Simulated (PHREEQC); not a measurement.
Consider water at 30 °C with 0.0018 mol H3PO4 per kg of water. Closed to the air; pH follows from the charge balance.

The numbers come from PHREEQC with the ion-association model, phreeqc.dat.

| quantity | before | after |
|---|---|---|
| pH | 2.85 | 2.88 |
| ionic strength (mol/kgw) | 0.00148 | 0.00136 |
| H2PO4- (mol/kgw) | 0.00148 | 0.00136 |
| HPO4-2 (mol/kgw) | 7.56e-8 | 9.65e-8 |

Question: What was changed between the two runs?
A) diluted 2-fold with water
B) temperature from 30 to 80 °C
C) H3PO4 replaced by Na3PO4 at the same molality
D) diluted 10-fold with water
E) H3PO4 replaced by Na2HPO4 at the same molality

Answer: B, temperature from 30 to 80 °C

This is a speciation only: nothing precipitates in the calculation. Away from 25 °C the constants follow the database's enthalpies or fits; those with neither stay at their 25 °C values.
